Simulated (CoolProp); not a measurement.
Properties of ethanol along the isobar 101 kPa (Tc = 241.6 °C, pc = 6268 kPa, ω = 0.644).

Values from CoolProp's reference Helmholtz-energy equation of state, Schroeder 2014.

```csv
T (°C),phase,Z,Joule-Thomson coefficient (K/MPa),expansivity (1/kK),viscosity (µPa s),fugacity coefficient
-19.05,liquid,0.002677,-0.4179,1.032,2850,0.003714
-1.95,liquid,0.002554,-0.3948,1.047,1900,0.01382
15.05,liquid,0.002447,-0.3689,1.073,1320,0.04293
32.15,liquid,0.002353,-0.3398,1.115,945,0.1161
49.25,liquid,0.002272,-0.3075,1.177,698,0.2775
66.25,liquid,0.002204,-0.2719,1.265,529,0.5950
83.35,gas,0.9698,57.08,3.252,10.5,0.9707
100.35,gas,0.9762,45.88,3.009,11.1,0.9768
117.45,gas,0.9811,37.15,2.810,11.6,0.9814
134.45,gas,0.9847,30.36,2.645,12.1,0.9850
151.55,gas,0.9876,24.98,2.503,12.6,0.9877
```

Viscosity comes from a separate model (Kiselev 2005).
